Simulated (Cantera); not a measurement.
Mixture: 14.3 % H₂, 17.0 % O₂, 64.0 % N₂, 4.71 % H₂O, equivalence ratio 0.42, at 101000 Pa, adiabatic and at constant pressure. Ignition delay is the time to a rise of 400 K.

Computed with Cantera and the H2/O2 subset of GRI-Mech 3.0, which has no nitrogen chemistry. Where the delays flatten at high temperature, the 400 K rule measures the pace of heat release, not the induction time.

Task: Predict: delay at 1150 K; delay at 1350 K; delay at 1550 K; delay at 1750 K; delay at 1950 K.

Result: 
```
Property           Value
---------------  -------
delay at 1150 K  79.2 µs
delay at 1350 K  34.8 µs
delay at 1550 K  28.3 µs
delay at 1750 K  31.7 µs
delay at 1950 K  40.5 µs
```
